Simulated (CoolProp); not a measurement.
R125 along the isotherm 183.4 K: Z from the reference equation and from simpler models built on Tc = 339.2 K, pc = 3618 kPa, ω = 0.305; each cubic takes its own stable root.

Values from CoolProp's reference Helmholtz-energy equation of state, Lemmon 2005.

| p (kPa) | phase | reference | Redlich-Kwong | Peng-Robinson |
|---|---|---|---|---|
| 5.72 | gas | 0.9950 | 0.9971 | 0.9966 |
| 10.2 | liquid | 0.0004850 | 0.9948 | 0.0004736 |
| 18.1 | liquid | 0.0008606 | 0.9908 | 0.0008404 |
| 32.2 | liquid | 0.001531 | 0.001736 | 0.001495 |
| 57.2 | liquid | 0.002719 | [?] | 0.002656 |
| 102 | liquid | [?] | [?] | 0.004735 |
| 181 | liquid | 0.008604 | 0.009755 | 0.008402 |
| 322 | liquid | 0.01530 | [?] | [?] |
| 572 | liquid | 0.02718 | 0.03080 | 0.02654 |
| 1020 | liquid | 0.04844 | 0.05487 | 0.04730 |
| 1810 | liquid | 0.08587 | 0.09719 | 0.08384 |

**Question.** Some entries are withheld; supply them.

**Answer.** 
- 57.2, Redlich-Kwong: 0.003084
- 102, reference: 0.004849
- 102, Redlich-Kwong: 0.005498
- 322, Redlich-Kwong: 0.01735
- 322, Peng-Robinson: 0.01494

At some of these states Redlich-Kwong gives the other phase, because its saturation line lies elsewhere.
